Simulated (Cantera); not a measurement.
An adiabatic, constant-pressure homogeneous reactor starts with CO : H₂ : CH₄ : O₂ : N₂ = 1 : 0.069 : 0.16 : 0.96 : 3.61 (molar parts), equivalence ratio 0.89, at 975 K and 255 Torr.

Detailed kinetics in Cantera: GRI-Mech 3.0 (53 species, 325 reactions). Below about 1000 K GRI-Mech 3.0 lacks low-temperature oxidation paths.

Task: Predict: time of steepest temperature rise; temperature at 1.00 s; equilibrium temperature; x(CO) at 1.00 s; x(H₂) at 1.00 s; x(NO) at 1.00 s.

Result: 
| Property | Result |
|---|---|
| time of steepest temperature rise | 17.4 ms |
| temperature at 1.00 s | 2480 K |
| equilibrium temperature | 2480 K |
| x(CO) at 1.00 s | 0.0487 (gas-phase equilibrium 0.0487) |
| x(H₂) at 1.00 s | 0.00303 (gas-phase equilibrium 0.00303) |
| x(NO) at 1.00 s | 0.00855 (gas-phase equilibrium 0.00855) |
